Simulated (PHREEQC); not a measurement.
# Buffer

Solution (50 °C and 100 atm): 0.07 mol/kgw KHCO3, 0.00045 mol/kgw NaF and 0.0067 mol/kgw LiCl. Closed to the air; pH follows from the charge balance.

All values are PHREEQC results (ion-association model, phreeqc.dat), not measurements.

This is a speciation only: nothing precipitates in the calculation.

### Question
What pH does the model give?

### Answer
pH 7.98.

### Question
In which forms is Na present?

### Answer
Na+ 96 %, NaHCO3 2.2 %, NaCO3- 2.2 % of the Na.

Under pressure, the constants of complexes without a molar volume in the database are unreliable. At this temperature some constants are extrapolated from 25 °C, and those without enthalpy data are left unchanged.
